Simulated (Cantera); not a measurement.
Charge: 1 mol C6H6, 0.97 mol H2O, 1.3 mol NH3, equilibrated at 1700 K and 0.00410 bar.

Cantera equilibrium calculation (NASA polynomials, part measured and part estimated; ideal gas, pure solids and liquids). Candidate condensed phases: C, C6H6, C7H8, C8H18, H2O; 136 gas species. Equilibrium is a limit: real reactors are often held back by kinetics, nucleation or transport.

Base state: H2 0.783, CO 0.129, N2 0.0856, H 0.00204, HCN 0.000948, C2H2 (acetylene) 5.75e-5, HNC 2.84e-5 (mole fractions); condensed: C(graphite).

### Question
What changes in the equilibrium state with this change: H2O from 0.97 to 0.14 mol?

### Answer
| species | before | after |
|---|---|---|
| H2 | 0.783 | 0.863 |
| N2 | 0.0856 | 0.110 |
| CO | 0.129 | 0.0238 |
| HNC | 2.84e-5 | 3.37e-5 |
| HCN | 0.000948 | 0.00113 |
| C2H2 (acetylene) | 5.75e-5 | 6.33e-5 |
| H | 0.00204 | 0.00214 |
| C(graphite), mol | 5.02 | 5.85 |
